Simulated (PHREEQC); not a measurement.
A column of 1 m (40 cells, dispersivity 0.08 m, 720 s a shift, diffusion coefficient 3e-10 m²/s) holds 0.019 eq of the database's cation exchanger X per kg of pore water, first in equilibrium with 5.1 mmol/kgw CdCl2, 59 mmol/kgw KCl and 0.01 mmol/kgw HCl. It is flushed with 0.02 mol/kgw MnCl2, 0.00069 mol/kgw KCl and 1e-05 mol/kgw HCl, at 25 °C. Values are for the last cell. CO2 from the air is kept out. Precipitation was switched off in this run.

The series has 31 steps of pore volumes, from 0 to 3.013.

Equilibrium calculation in PHREEQC: ion-association model, phreeqc.dat.

After how many pore volumes does Mn at the outlet first reach half of its feed value?

By 1.4 pore volumes.
